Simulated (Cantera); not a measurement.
A perfectly stirred reactor is fed with 41.7 % C₂H₆, 58.3 % H₂, at 0.987 atm; it is held at 1375 K, and followed from long to short residence time.

Cantera simulation using GRI-Mech 3.0 (53 species, 325 reactions); the numbers are that mechanism's predictions, not measurements. GRI-Mech 3.0 stops at C3 and has no aromatics, soot or wall deposition, so with more carbon than oxygen in the feed, carbon stays in small species such as C2H2 where larger ones or solid carbon would form.

Q: Predict: x(C₂H₆) at τ = 14.0 s; x(H₂) at τ = 14.0 s; x(C₂H₄) at τ = 14.0 s; x(C₂H₂) at τ = 14.0 s; x(CH₄) at τ = 14.0 s; x(C₂H₆) at τ = 0.160 s; x(H₂) at τ = 0.160 s; x(C₂H₄) at τ = 0.160 s; x(C₂H₂) at τ = 0.160 s; x(CH₄) at τ = 0.160 s.

A: 
* **x(C₂H₆) at τ = 14.0 s**: 0.000794
* **x(H₂) at τ = 14.0 s**: 0.523
* **x(C₂H₄) at τ = 14.0 s**: 0.0556
* **x(C₂H₂) at τ = 14.0 s**: 0.0951
* **x(CH₄) at τ = 14.0 s**: 0.325
* **x(C₂H₆) at τ = 0.160 s**: 0.00398
* **x(H₂) at τ = 0.160 s**: 0.638
* **x(C₂H₄) at τ = 0.160 s**: 0.0987
* **x(C₂H₂) at τ = 0.160 s**: 0.107
* **x(CH₄) at τ = 0.160 s**: 0.151
